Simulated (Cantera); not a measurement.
Feed: 1 mol CH2F2, a varied amount of Si, held at 73.5 Torr.

Cantera equilibrium calculation (NASA polynomials, part measured and part estimated; ideal gas, pure solids and liquids). Candidate condensed phases: C, C6H6, C7H8, C8H18, Si, SiC; 113 gas species. The tables' values for SiF2, SiF3 are old estimates. Rates play no part.

What condenses at these points (T in K, n(Si) in mol): (3198, 1.1); (3248, 0.49); (3048, 0.49); (3298, 1.5)?


```csv
T (K),n(Si) in mol,condensed phases,Si condensed (%)
3198,1.1,C,0.0
3248,0.49,C,0.0
3048,0.49,C,0.0
3298,1.5,gas only,0.0
```
